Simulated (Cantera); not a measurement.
**Carbothermic reduction: SiO2 + CH4 + CO**

Charge: 1 mol SiO2, 1.1 mol CH4, 0.016 mol CO, at 1002 °C and 1.20 mbar.

Method: chemical equilibrium by Gibbs-energy minimisation in Cantera with the NASA 1993 tables (ideal gas, pure condensed phases). Candidate condensed phases: C, C6H6, C7H8, C8H18, H2O, Si, SiC, SiO2; 123 gas species. Mutual solubility and eutectic melting of coexisting phases are not modelled. The tables hold silica as quartz up to 1696 K and as liquid above; real silica turns to tridymite and cristobalite and melts near 1996 K. The numbers say what is thermodynamically allowed, not how fast it happens.

The x(H2) is 0.746. The x(CO) is 0.254. The x(SiO) comes out as 0.000177. The x(H) is 1.84e-5. The x(CH4) is 5.96e-6, the x(H2O) is 2.75e-6 and the n(SiC(s)) comes out as 0.366 mol. The n(SiO2(β-quartz)) comes out as 0.633 mol, the gas amount is 2.950 mol and the log10 activity of C(graphite) (absent) is -0.02. The log10 activity of Si(s) (absent) is -2.57.
